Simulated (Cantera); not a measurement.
Input: 1 mol Si2H6, 0.12 mol H2O, 42 mol H2, held at 10.0 mbar.

Method: chemical equilibrium by Gibbs-energy minimisation in Cantera with the NASA 1993 tables (ideal gas, pure condensed phases). Candidate condensed phases: H2O, Si, SiO2; 18 gas species. The feed counts by its element totals alone. Gases not in the tables: Si2H6 and higher silanes. Kinetics and transport are ignored. All values below are at 1427 °C.

Base state: H2 0.996, SiO 0.00265, H 0.00147, Si 6.79e-5, SiH2 1.41e-5, SiH 1.05e-5 (mole fractions); condensed: Si(l).

### Question
What changes in the equilibrium state with this change: pressure from 10.0 mbar to 0.133 bar?

### Answer
```
species      before     after
----------  -------  --------
H2            0.996     0.997
SiO         0.00265   0.00265
H           0.00147  0.000403
Si          6.79e-5   5.09e-6
SiH         1.05e-5   2.87e-6
SiH2        1.41e-5   1.41e-5
Si(l), mol     1.88      1.88
```
